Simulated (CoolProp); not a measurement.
Vapour pressure (MPa) of toluene: the reference equation beside estimates from Tc = 318.6 °C, pc = 4.126 MPa, ω = 0.266. Clausius-Clapeyron is anchored at 157.35 °C with a constant enthalpy of vaporisation of 30.17 kJ/mol.

Computed with CoolProp (reference Helmholtz-energy equation of state, Lemmon 2006). It is a short technical equation, of lower accuracy than the large ones.

```
T (°C)  reference  Clausius-Clapeyron  van der Waals  Soave-Redlich-Kwong
------  ---------  ------------------  -------------  -------------------
140.05     0.2184              0.2278         0.8168                    ?
144.45     0.2423              0.2499         0.8620               0.2425
148.75     0.2676              0.2731         0.9078               0.2681
153.05          ?              0.2978              ?               0.2958
157.35     0.3243              0.3243          1.004               0.3257
161.65     0.3558              0.3525              ?               0.3578
165.95          ?              0.3825          1.107               0.3922
170.25     0.4258              0.4144              ?               0.4291
174.55     0.4644              0.4483          1.216               0.4686
178.85     0.5057              0.4842          1.273               0.5108
183.15     0.5497              0.5223              ?               0.5558
187.45     0.5964              0.5625          1.392               0.6037
```

Task: Complete the blanks.

Result: 
- 140.05, Soave-Redlich-Kwong: 0.2182
- 153.05, reference: 0.2949
- 153.05, van der Waals: 0.9551
- 161.65, van der Waals: 1.054
- 165.95, reference: 0.3896
- 170.25, van der Waals: 1.160
- 183.15, van der Waals: 1.331

Absolute difference from the reference over all 12 rows, mean and median: Clausius-Clapeyron 2.9 and 2.9 %, van der Waals 195.4 and 190.2 %, Soave-Redlich-Kwong 0.6 and 0.6 %.
